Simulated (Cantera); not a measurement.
Input (Python, Cantera) and output of one run.

```python
import numpy as np
import cantera as ct

gas_names = """
    AL ALN AL2 N N2
""".split()
cond_names = """
    AL(cr) AL(L) ALN(s)
""".split()


def load(file, names, dense=False):
    # The tables refer to 1 bar. Condensed volumes are neglected.
    table = {s.name: s for s in ct.Species.list_from_file(file)}
    out = []
    for n in names:
        d = dict(table[n].input_data)
        d["thermo"] = dict(d["thermo"], **{"reference-pressure": 1e5})
        if dense:
            d["equation-of-state"] = {"model": "constant-volume", "density": "1e6 g/cm^3"}
        out.append(ct.Species.from_dict(d))
    return out


gas = ct.Solution(thermo="ideal-gas", species=load("nasa_gas.yaml", gas_names))
cond = {s.name: ct.Solution(thermo="fixed-stoichiometry", species=[s], name=s.name)
        for s in load("nasa_condensed.yaml", cond_names, dense=True)}
atoms = {
    'AlN': {'AL': 1, 'N': 1},
    'N2': {'N': 2},
}
top_T = {'ALN(s)': 2750}  # K; cautious upper limits of use, not melting points


def equilibrate(T, P, feed):
    n = {}
    for name, mol in feed.items():
        for a, k in atoms[name].items():
            n[a] = n.get(a, 0.0) + k * mol
    gas.TPX = T, P, n
    mass = sum(n.values()) * gas.mean_molecular_weight
    gas.equilibrate("TP")
    valid = [c for c in cond.values() if c.min_temp <= T <= top_T.get(c.name, c.max_temp)]
    mix = ct.Mixture([(gas, mass / gas.mean_molecular_weight)] + [(c, 0.0) for c in valid])
    mix.T, mix.P = T, P
    mix.equilibrate("TP", solver="vcs", rtol=1e-11, max_steps=5000)
    return mix


results = []
feed = {'AlN': 1, 'N2': 5.4}  # mol
T = 2548  # K
P = 230  # Pa
mix = equilibrate(T, P, feed)
results.append((T, P, feed, dict(zip(mix.species_names, mix.species_moles))))
x = sorted(zip(gas.X, gas.species_names), reverse=True)
print(f"T = {T:g} K  P = {P:g} Pa  gas = {mix.phase_moles(0):.4g} mol")
print("   x: " + "  ".join(f"{s} {v:.3e}" for v, s in x if v > 0.001))
print("   condensed (mol): " + ("  ".join(f"{mix.phase(i).name} {mix.phase_moles(i):.4g}"
      for i in range(1, mix.n_phases) if mix.phase_moles(i) > 1e-12) or "none"))
```

Output:

```
T = 2548 K  P = 230 Pa  gas = 6.9 mol
   x: N2 8.551e-01  AL 1.449e-01
   condensed (mol): none
```

Equilibrium computed with Cantera from the NASA thermochemical tables; the gas is ideal and each condensed phase is pure.
